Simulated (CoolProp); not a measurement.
Vapour-liquid equilibrium of acetone (1) + dimethyl carbonate (2) at 448.5 K; x and y are mole fractions of (1).

The numbers come from the multi-fluid Helmholtz-energy mixture model, Lemmon 2006 and Zhou 2011; pair parameters Bell 2016 in CoolProp.

Q: Give the bubble pressure and the first vapour's composition at x = 0.425, 0.5, 0.875. Is there an azeotrope?

A: x = 0.425: 1254 kPa, y = 0.566; x = 0.5: 1323 kPa, y = 0.634; x = 0.875: 1692 kPa, y = 0.920. No azeotrope shows between x = 0.05 and 0.95.

Pair parameters are fitted to limited data, so mixtures are less certain than the pure fluids.
